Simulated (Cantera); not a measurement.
Thermodynamics of abatement and gas-phase synthesis, feed H2O + O2 + H2

Input: 1 mol H2O, 1.9 mol O2, 0.3 mol H2, at 32300 Torr.

Method: chemical equilibrium by Gibbs-energy minimisation in Cantera with the NASA 1993 tables (ideal gas, pure condensed phases). Candidate condensed phases: H2O; 9 gas species. The ideal-gas law is rough above about 30 bar. The numbers say what is thermodynamically allowed, not how fast it happens.

```
T (K)   x O2  x H2O     x OH       x O      x H2
-----  -----  -----  -------  --------  --------
1898   0.573  0.425  0.00125   3.39e-5   1.10e-5
1973   0.573  0.425  0.00185   6.26e-5   2.01e-5
2048   0.573  0.425  0.00266  0.000111   3.52e-5
2123   0.572  0.424  0.00373  0.000188   5.92e-5
2198   0.572  0.423  0.00510  0.000308   9.61e-5
2273   0.571  0.422  0.00682  0.000488  0.000151
2348   0.570  0.420  0.00896  0.000751  0.000231
2423   0.568  0.418   0.0116   0.00113  0.000343
2498   0.567  0.416   0.0147   0.00165  0.000497
2573   0.565  0.414   0.0184   0.00236  0.000704
2648   0.562  0.410   0.0226   0.00330  0.000977
2723   0.559  0.407   0.0276   0.00454   0.00133
2798   0.556  0.402   0.0332   0.00613   0.00178
```
x: gas mole fraction; nothing condenses.

From 1898 K to 2798 K nothing is condensed.
